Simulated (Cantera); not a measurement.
A closed system holds: 1 mol SiH₂Cl₂, 1.3 mol NH₃, 1.3 mol N₂, held at 1127 °C and 1.00 bar.

Equilibrium computed with Cantera from the NASA thermochemical tables; the gas is ideal and each condensed phase is pure. Candidate condensed phases: NH₄Cl, Si, Si₃N₄; 28 gas species. The tables' values for SiCl₃ are old estimates; treat these amounts as uncertain. Kinetics and transport are ignored.

Base state: H₂ 0.408, HCl 0.316, N₂ 0.258, SiCl₄ 0.0147, SiCl₃ 0.00140, SiHCl₃ 0.00134, SiCl₂ 0.000571, SiH₂Cl₂ 1.84e-5 (mole fractions); condensed: Si₃N₄(s).

Problem. What changes in the equilibrium state with this change: SiH₂Cl₂ replaced by trisilylamine?

Solution. 
| species | before | after |
|---|---|---|
| H₂ | 0.408 | 0.935 |
| N₂ | 0.258 | 0.0652 |
| NH₃ | 1.13e-5 | 1.97e-5 |
| HCl | 0.316 | 0 |
| SiCl₄ | 0.0147 | 0 |
| SiCl₃ | 0.00140 | 0 |
| SiHCl₃ | 0.00134 | 0 |
| Si₃N₄(s), mol | 0.302 | 1.00 |
The feed counts by its element totals alone.
